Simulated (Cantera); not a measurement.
Charge: 1 mol AlN, 1.9 mol H₂O, 85 mol H₂, 6 mol O₂, held at 1650 K and 93.0 Pa.

Cantera equilibrium calculation (NASA polynomials, part measured and part estimated; ideal gas, pure solids and liquids). Candidate condensed phases: Al, AlN, Al₂O₃, H₂O; 35 gas species. The numbers say what is thermodynamically allowed, not how fast it happens.

Base state: H₂ 0.850, H₂O 0.142, N₂ 0.00571, H 0.00275, OH 2.07e-5 (mole fractions); condensed: Al₂O₃(s).

### Question
What changes in the equilibrium state with this change: AlN replaced by BN?

### Answer
```csv
species,before,after
H₂,0.850,0.845
H₂O,0.142,0.135
HBO₂,0,0.0112
HBO,0,8.86e-5
B₂O₃,0,4.95e-5
OH,2.07e-5,1.98e-5
"Al₂O₃(s), mol",0.500,0
```
Gases not in the tables: H₃BO₃. Further candidate phases: B, BN, B₂O₃, B₃O₃H₃.
